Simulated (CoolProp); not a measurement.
A closed Brayton cycle with carbon dioxide: compressor inlet 321.15 K and 8 MPa, high pressure 27.1 MPa, turbine inlet 620 K, compressor efficiency 0.85, turbine efficiency 0.9, recuperator effectiveness 0.95 (on enthalpy, no pinch check). Each further row changes one setting.

Computed with CoolProp (reference Helmholtz-energy equation of state, Span 1996).

```json
[
 {"case": "as stated", "thermal efficiency (%)": "[?]", "net work (kJ/kg)": "45.5", "compressor to turbine work": "0.58", "compressor exit (K)": "422.4", "turbine exit (K)": "496.0"},
 {"case": "turbine inlet 570 K", "thermal efficiency (%)": "17.7", "net work (kJ/kg)": "[?]", "compressor to turbine work": "0.66", "compressor exit (K)": "422.4", "turbine exit (K)": "450.8"},
 {"case": "compressor inlet 331.15 K", "thermal efficiency (%)": "19.7", "net work (kJ/kg)": "37.2", "compressor to turbine work": "0.66", "compressor exit (K)": "440.7", "turbine exit (K)": "496.0"},
 {"case": "high pressure 23 MPa", "thermal efficiency (%)": "[?]", "net work (kJ/kg)": "43.6", "compressor to turbine work": "[?]", "compressor exit (K)": "[?]", "turbine exit (K)": "512.3"},
 {"case": "recuperator effectiveness 0.5", "thermal efficiency (%)": "19.1", "net work (kJ/kg)": "45.5", "compressor to turbine work": "0.58", "compressor exit (K)": "422.4", "turbine exit (K)": "496.0"}
]
```

### Question
Complete the blanks.

### Answer

- as stated, thermal efficiency (%): 22.8
- turbine inlet 570 K, net work (kJ/kg): 32.7
- high pressure 23 MPa, thermal efficiency (%): 23.9
- high pressure 23 MPa, compressor to turbine work: 0.55
- high pressure 23 MPa, compressor exit (K): 408.3
